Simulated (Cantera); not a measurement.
An adiabatic, constant-volume homogeneous reactor starts with CO : H2 : CH4 : O2 : N2 = 1 : 0.29 : 0.25 : 2.04 : 14.5 (molar parts), at 1275 K and 101000 Pa. Integrator tolerance rtol = 1e-08.

Detailed kinetics in Cantera: GRI-Mech 3.0 (53 species, 325 reactions).

Problem. What does this change do: CO 1 to 1.6 parts?

Solution. 
| quantity | before | after |
|---|---|---|
| time of steepest temperature rise | 0.306 ms | 0.280 ms |
| temperature at 5.00 s | 2271 K | 2438 K |
| equilibrium temperature | 2271 K | 2438 K |
| x(CO) at 5.00 s | 0.00233 (gas-phase equilibrium 0.00233) | 0.0100 (gas-phase equilibrium 0.0100) |
| x(H2) at 5.00 s | 0.000266 (gas-phase equilibrium 0.000266) | 0.000736 (gas-phase equilibrium 0.000736) |
| x(CH4) at 5.00 s | <1e-12 (gas-phase equilibrium <1e-12) | <1e-12 (gas-phase equilibrium <1e-12) |
| x(NO) at 5.00 s | 0.00724 (gas-phase equilibrium 0.00724) | 0.00827 (gas-phase equilibrium 0.00827) |
| x(H2O) at 5.00 s | 0.0436 (gas-phase equilibrium 0.0436) | 0.0412 (gas-phase equilibrium 0.0412) |
| x(CH2O) at 5.00 s | <1e-12 (gas-phase equilibrium <1e-12) | 5.48e-12 (gas-phase equilibrium 5.48e-12) |
| x(HCO) at 5.00 s | 8.63e-11 (gas-phase equilibrium 8.63e-11) | 1.11e-9 (gas-phase equilibrium 1.11e-9) |

Problem. What does this change do: CO 1 to 0.71 parts?

Solution. 
```csv
quantity,before,after
time of steepest temperature rise,0.306 ms,0.323 ms
temperature at 5.00 s,2271 K,2163 K
equilibrium temperature,2271 K,2163 K
x(CO) at 5.00 s,0.00233 (gas-phase equilibrium 0.00233),0.000831 (gas-phase equilibrium 0.000831)
x(H2) at 5.00 s,0.000266 (gas-phase equilibrium 0.000266),0.000132 (gas-phase equilibrium 0.000132)
x(CH4) at 5.00 s,<1e-12 (gas-phase equilibrium <1e-12),<1e-12 (gas-phase equilibrium <1e-12)
x(NO) at 5.00 s,0.00724 (gas-phase equilibrium 0.00724),0.00623 (gas-phase equilibrium 0.00623)
x(H2O) at 5.00 s,0.0436 (gas-phase equilibrium 0.0436),0.0446 (gas-phase equilibrium 0.0446)
x(CH2O) at 5.00 s,<1e-12 (gas-phase equilibrium <1e-12),<1e-12 (gas-phase equilibrium <1e-12)
x(HCO) at 5.00 s,8.63e-11 (gas-phase equilibrium 8.63e-11),1.43e-11 (gas-phase equilibrium 1.43e-11)
```
